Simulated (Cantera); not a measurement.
An adiabatic, constant-pressure homogeneous reactor starts with 12.0 % CH4, 18.5 % O2, 69.5 % N2, equivalence ratio 1.3, at 1550 K and 1.00 bar.

Computed with Cantera and GRI-Mech 3.0 (53 species, 325 reactions).

**Question.** Predict: time of steepest temperature rise; temperature at 0.500 s; equilibrium temperature; x(O2) at 0.500 s; x(H2O2) at 0.500 s; x(N2O) at 0.500 s; x(NO) at 0.500 s.

**Answer.** 
```
Property                                                            Result
---------------------------------  ---------------------------------------
time of steepest temperature rise                                 0.804 ms
temperature at 0.500 s                                              2771 K
equilibrium temperature                                             2771 K
x(O2) at 0.500 s                   0.00471 (gas-phase equilibrium 0.00471)
x(H2O2) at 0.500 s                 1.32e-7 (gas-phase equilibrium 1.32e-7)
x(N2O) at 0.500 s                  2.41e-7 (gas-phase equilibrium 2.41e-7)
x(NO) at 0.500 s                   0.00478 (gas-phase equilibrium 0.00478)
```
